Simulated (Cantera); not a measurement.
Cantera run, input and output.

```python
import numpy as np
import cantera as ct

gas = ct.Solution("gri30.yaml")


def delay(T, t_max=10):
    gas.TPX = T, 490000, {'H2': 1, 'O2': 1.16, 'N2': 5.23}
    reactor = ct.IdealGasConstPressureReactor(gas, clone=False)
    net = ct.ReactorNet([reactor])
    net.rtol, net.atol = 1e-8, 1e-16
    while net.time < t_max:
        t_old, T_old = net.time, reactor.T
        net.step()
        if reactor.T > T + 400:  # ignition: a rise of 400 K
            return t_old + (T + 400 - T_old) / (reactor.T - T_old) * (net.time - t_old)
    return np.nan


taus = []
for T in [900, 975, 1050, 1125, 1200, 1275, 1350, 1425]:
    taus.append(delay(T))
    print(f"T0 = {T:6g} K   tau = {taus[-1]:.4e} s")
```

It prints:

```
T0 =    900 K   tau = 2.9665e-01 s
T0 =    975 K   tau = 3.4815e-02 s
T0 =   1050 K   tau = 4.0554e-03 s
T0 =   1125 K   tau = 1.3800e-04 s
T0 =   1200 K   tau = 1.9486e-05 s
T0 =   1275 K   tau = 1.0329e-05 s
T0 =   1350 K   tau = 6.9260e-06 s
T0 =   1425 K   tau = 5.2077e-06 s
```

Detailed kinetics in Cantera: GRI-Mech 3.0 (53 species, 325 reactions). The hydrogen kinetics of GRI-Mech 3.0 are dated; newer H2 mechanisms differ, most at raised pressure. Below about 950 K walls govern HO2 and H2O2 in real vessels.
